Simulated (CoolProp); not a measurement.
Vapour-liquid equilibrium of nitrogen (1) + carbon monoxide (2) at 1.76 MPa; x and y are mole fractions of (1).

The numbers come from the multi-fluid Helmholtz-energy mixture model, Span 2000 and Lemmon 2006; pair parameters Gernert 2013 in CoolProp.

| x | bubble temperature, mixture model (K) | bubble temperature, Raoult's law (K) | y, mixture model | y, Raoult's law |
|---|---|---|---|---|
| 0.05 | 118.4 | 118.5 | 0.060 | 0.066 |
| 0.2 | 117.4 | 117.5 | 0.234 | 0.252 |
| 0.35 | 116.5 | 116.7 | 0.396 | 0.421 |
| 0.5 | 115.6 | 115.8 | 0.547 | 0.575 |
| 0.65 | 114.8 | 115.0 | 0.689 | 0.715 |
| 0.8 | 114.1 | 114.2 | 0.824 | 0.844 |
| 0.95 | 113.4 | 113.5 | 0.956 | 0.963 |

The largest gap from Raoult's law is -0.2 K in bubble temperature, at x = 0.5. No azeotrope shows between x = 0.05 and 0.95.

The pair parameters rest on a limited set of measurements; away from them the model extrapolates.
